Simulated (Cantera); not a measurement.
A freely propagating, adiabatic, planar premixed flame of 16.9 % H2, 14.4 % O2, 62.1 % N2, 6.62 % H2O, equivalence ratio 0.58, unburnt at 600 K and 5.00 bar; mixture-averaged transport, grid criteria slope 0.08 and curve 0.16, no radiation.

Computed with Cantera and the H2/O2 subset of GRI-Mech 3.0, which has no nitrogen chemistry. The hydrogen kinetics of GRI-Mech 3.0 are dated; newer H2 mechanisms differ, most at raised pressure. Burning velocities carry a grid error of a few per cent, more on coarse grids. Lean hydrogen flames are cellular in practice and burn faster than this planar one.

Problem. Predict: laminar burning velocity; thermal thickness; peak x(HO2); peak x(O); peak x(H).

Solution. 
```json
{
  "laminar_burning_velocity": "86.9 cm/s",
  "thermal_thickness": "0.0970 mm",
  "peak x(HO2)": "0.000570",
  "peak x(O)": "0.00129",
  "peak x(H)": "0.00127"
}
```
